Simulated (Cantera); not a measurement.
**Carbothermic reduction: Fe₃O₄ + C + CO**

A closed system holds: 1 mol Fe₃O₄, 5.9 mol C, 0.055 mol CO, held at 750 Torr.

Method: chemical equilibrium by Gibbs-energy minimisation in Cantera with the NASA 1993 tables (ideal gas, pure condensed phases). Candidate condensed phases: C, Fe, Fe(CO)₅, FeO, Fe₂O₃, Fe₃O₄; 15 gas species. Iron dissolves carbon and melts from about 1420 K in contact with it, which pure phases cannot show. The tables' stoichiometric FeO is somewhat more stable than real wüstite, so its field is too wide. FeO: taken at fixed stoichiometry. Condensed phases not in the tables: cementite and carbon dissolved in iron. Rates play no part.

```
T (°C)  log p CO  log p CO₂  log p Fe  log p C₂O  log p FeO  n C(graphite)  n FeO(s)  n Fe(α)  n Fe(γ)  n Fe(δ)  n Fe(l)
------  --------  ---------  --------  ---------  ---------  -------------  --------  -------  -------  -------  -------
750        -0.11      -0.66      <-12       <-12       <-12           5.09      3.00        0        0        0        0
850        -0.02      -1.27    -11.51       <-12       <-12           2.11         0     3.00        0        0        0
950        -0.01      -1.87     -9.98       <-12       <-12           1.95         0        0     3.00        0        0
1050        0.00      -2.41     -8.68       <-12       <-12           1.92         0        0     3.00        0        0
1150        0.00      -2.87     -7.57       <-12       <-12           1.91         0        0     3.00        0        0
1250        0.00      -3.27     -6.61       <-12     -11.81           1.90         0        0     3.00        0        0
1350        0.00      -3.61     -5.78     -11.16     -11.08           1.90         0        0     3.00        0        0
1450        0.00      -3.92     -5.04     -10.40     -10.45           1.90         0        0        0     3.00        0
1550        0.00      -4.19     -4.39      -9.73      -9.89           1.90         0        0        0        0     3.00
1650        0.00      -4.43     -3.83      -9.13      -9.41           1.90         0        0        0        0     3.00
1750        0.00      -4.64     -3.33      -8.59      -8.97           1.90         0        0        0        0     3.00
1850        0.00      -4.83     -2.88      -8.09      -8.59           1.90         0        0        0        0     2.99
1950        0.00      -5.01     -2.47      -7.65      -8.24           1.90         0        0        0        0     2.99
```
log p: log10 of the partial pressure in bar; n: condensed amount in mol.

At 750 °C the condensed part is C(graphite) + FeO(s). At 850 °C the condensed part is C(graphite) + Fe(α). From 950 °C to 1350 °C the condensed part is C(graphite) + Fe(γ). At 1450 °C the condensed part is C(graphite) + Fe(δ). From 1550 °C to 1950 °C the condensed part is C(graphite) + Fe(l).
